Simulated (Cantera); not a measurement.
# Si + HF + H₂ + Cl₂ (silicon etching in halogen gases)

A closed system holds: 1 mol Si, 9.3 mol HF, a varied amount of H₂, 4 mol Cl₂, at 1325 K and 46.0 Pa.

These are equilibrium values from Cantera (NASA tables, ideal gas, pure condensed phases), not measurements of a reactor. Candidate condensed phases: Si; 37 gas species. The tables' values for SiF₃ are old estimates; treat these amounts as uncertain. Rates play no part.

From 0.23 mol H₂ to 69 mol H₂ nothing is condensed. The main Si-bearing gas is SiF₄ throughout.

```json
[
 {"n(H₂) (mol)": "0.23", "x H₂": "1.70e-8", "x HCl": "0.327", "x HF": "0.389", "x Cl": "0.160", "x SiF₄": "0.0734", "x Cl₂": "0.0497"},
 {"n(H₂) (mol)": "0.47", "x H₂": "2.57e-8", "x HCl": "0.359", "x HF": "0.385", "x Cl": "0.143", "x SiF₄": "0.0727", "x Cl₂": "0.0396"},
 {"n(H₂) (mol)": "0.96", "x H₂": "6.55e-8", "x HCl": "0.423", "x HF": "0.379", "x Cl": "0.106", "x SiF₄": "0.0714", "x Cl₂": "0.0215"},
 {"n(H₂) (mol)": "2", "x H₂": "0.000682", "x HCl": "0.558", "x HF": "0.370", "x Cl": "0.00136", "x SiF₄": "0.0699", "x Cl₂": "3.59e-6"},
 {"n(H₂) (mol)": "4", "x H₂": "0.123", "x HCl": "0.491", "x HF": "0.325", "x Cl": "8.95e-5", "x SiF₄": "0.0613", "x Cl₂": "1.55e-8"},
 {"n(H₂) (mol)": "8.1", "x H₂": "0.299", "x HCl": "0.392", "x HF": "0.260", "x Cl": "4.58e-5", "x SiF₄": "0.0489", "x Cl₂": "4.05e-9"},
 {"n(H₂) (mol)": "17", "x H₂": "0.512", "x HCl": "0.273", "x HF": "0.181", "x Cl": "2.44e-5", "x SiF₄": "0.0340", "x Cl₂": "1.15e-9"},
 {"n(H₂) (mol)": "34", "x H₂": "0.691", "x HCl": "0.173", "x HF": "0.115", "x Cl": "1.33e-5", "x SiF₄": "0.0214", "x Cl₂": "3.40e-10"},
 {"n(H₂) (mol)": "69", "x H₂": "0.824", "x HCl": "0.0984", "x HF": "0.0654", "x Cl": "6.93e-6", "x SiF₄": "0.0121", "x Cl₂": "9.26e-11"}
]
```
x: gas mole fraction; nothing condenses.
